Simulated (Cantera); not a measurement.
A closed system holds: 1 mol C3H6, 0.06 mol H2O, at 8.25 Torr.

These are equilibrium values from Cantera (NASA tables, ideal gas, pure condensed phases), not measurements of a reactor. Candidate condensed phases: C, C6H6, C7H8, C8H18, H2O; 110 gas species. Kinetics and transport are ignored.

Question: At 2575 K, list the 6 most abundant gas species with their mole fractions, and the condensed phases.

Answer: H2 0.697, H 0.276, CO 0.0166, C2H2 (acetylene) 0.0102, C2H 0.000340, C3 0.000140. Condensed: C(graphite).
